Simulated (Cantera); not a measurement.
A Cantera script and its output.

```python
import numpy as np
import cantera as ct

gas = ct.Solution("gri30.yaml")
gas.TPX = 1775, 100000, {'CH4': 1, 'C2H6': 0.1, 'C3H8': 0.4, 'O2': 3.95, 'N2': 14.9}
reactor = ct.IdealGasReactor(gas, energy="on", clone=False)
net = ct.ReactorNet([reactor])
net.rtol, net.atol = 1e-08, 1e-16
show = ['CH4', 'C2H6', 'C3H8', 'C2H2', 'HCO', 'H', 'NO']
times = np.geomspace(2e-06, 4, 11)

steps = ct.SolutionArray(gas, extra=["t"])
rows = []
print(f"{'t/s':>10s}{'T/K':>9s}{'P/Pa':>11s}" + "".join(f"{s:>11s}" for s in show))
for t in times:
    while net.time < t:
        t_next = net.step()
        steps.append(gas.state, t=t_next)
    rows.append([np.interp(t, steps.t, y) for y in (steps.T, steps.P, *steps(*show).X.T)])
    print(f"{t:10.3e}{rows[-1][0]:9.1f}{rows[-1][1]:11.4g}" + "".join(f"{x:11.3e}" for x in rows[-1][2:]))
rate = np.gradient(steps.T, steps.t)
print("integrator steps:", len(steps.t))
if steps.T.max() > steps.T[0] + 200:
    print(f"time of steepest temperature rise: {steps.t[rate.argmax()]:.4e} s")
gas.TPX = 1775, 100000, {'CH4': 1, 'C2H6': 0.1, 'C3H8': 0.4, 'O2': 3.95, 'N2': 14.9}
gas.equilibrate("UV")
print(f"equilibrium (UV): T = {gas.T:.1f} K  " + "  ".join(f"{s} {gas[s].X[0]:.3e}" for s in show))
```

It prints:

```
       t/s      T/K       P/Pa        CH4       C2H6       C3H8       C2H2        HCO          H         NO
 2.000e-06   1753.0  9.912e+04  4.855e-02  4.560e-03  1.710e-02  2.873e-06  6.878e-07  9.720e-05  3.372e-11
 8.534e-06   1767.3  1.016e+05  4.356e-02  3.665e-03  7.409e-03  2.824e-04  3.709e-05  3.645e-04  3.224e-09
 3.641e-05   2919.4  1.837e+05  1.123e-14  3.719e-28  1.687e-41  4.968e-17  2.048e-07  2.579e-02  7.502e-04
 1.554e-04   3015.2  1.883e+05  2.508e-14  1.198e-27  1.426e-40  1.320e-16  2.026e-07  2.090e-02  6.082e-03
 6.629e-04   3006.9  1.877e+05  2.764e-14  1.413e-27  1.809e-40  1.416e-16  2.020e-07  2.051e-02  1.255e-02
 2.828e-03   3006.5  1.877e+05  2.777e-14  1.425e-27  1.831e-40  1.421e-16  2.020e-07  2.049e-02  1.288e-02
 1.207e-02   3006.5  1.877e+05  2.777e-14  1.425e-27  1.831e-40  1.421e-16  2.020e-07  2.049e-02  1.288e-02
 5.149e-02   3006.5  1.877e+05  2.777e-14  1.425e-27  1.831e-40  1.421e-16  2.020e-07  2.049e-02  1.288e-02
 2.197e-01   3006.5  1.877e+05  2.777e-14  1.425e-27  1.831e-40  1.421e-16  2.020e-07  2.049e-02  1.288e-02
 9.375e-01   3006.5  1.877e+05  2.777e-14  1.425e-27  1.831e-40  1.421e-16  2.020e-07  2.049e-02  1.288e-02
 4.000e+00   3006.5  1.877e+05  2.777e-14  1.425e-27  1.831e-40  1.421e-16  2.020e-07  2.049e-02  1.288e-02
integrator steps: 1595
time of steepest temperature rise: 1.8149e-05 s
equilibrium (UV): T = 3006.5 K  CH4 3.629e-14  C2H6 2.420e-27  C3H8 3.667e-40  C2H2 1.488e-16  HCO 2.020e-07  H 2.049e-02  NO 1.288e-02
```

Cantera simulation using GRI-Mech 3.0 (53 species, 325 reactions); the numbers are that mechanism's predictions, not measurements. GRI-Mech 3.0 was tuned for natural gas; its chemistry of propane as a main component is partial and can be far from experiment. Above 3000 K some thermodynamic fits are extrapolated.
